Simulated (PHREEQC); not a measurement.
A made-up water analysis in mg/L, 25 °C, pH 3.42, pe 9.8: Na 302; K 32.3; Ca 415; Mg 10.9; Cl 464; S(6) as SO4 1150; Zn 5.11; Cu(2) 53.6.

Valence states are taken as typed.

Computed with PHREEQC (ion-association model, phreeqc.dat).

Each row changes one thing in this solution. No solid was allowed to form.

| case | ionic strength (mol/kgw) | SO4-2 (mol/kgw) | Ca+2 (mol/kgw) | CaSO4 (mol/kgw) | Cu+2 (mol/kgw) | Mg+2 (mol/kgw) | SI of Gypsum (CaSO4:2H2O) | SI of Halite (NaCl) |
|---|---|---|---|---|---|---|---|---|
| as made | 0.0484 | 0.00854 | 0.00778 | 0.00259 | 0.000601 | 0.000310 | -0.25 | -5.51 |
| all concentrations times 3 at the same typed pH | … | 0.0226 | … | 0.0100 | 0.00160 | 0.000818 | +0.34 | -4.63 |
| Ca from 415 to 208 mg/L | 0.0422 | … | 0.00371 | 0.00149 | 0.000568 | 0.000292 | -0.49 | -5.51 |

Task: Complete the blanks.

Result: 
- all concentrations times 3 at the same typed pH, ionic strength (mol/kgw): 0.134
- all concentrations times 3 at the same typed pH, Ca+2 (mol/kgw): 0.0211
- Ca from 415 to 208 mg/L, SO4-2 (mol/kgw): 0.00952

Some of these states are supersaturated (in Gypsum, for instance).
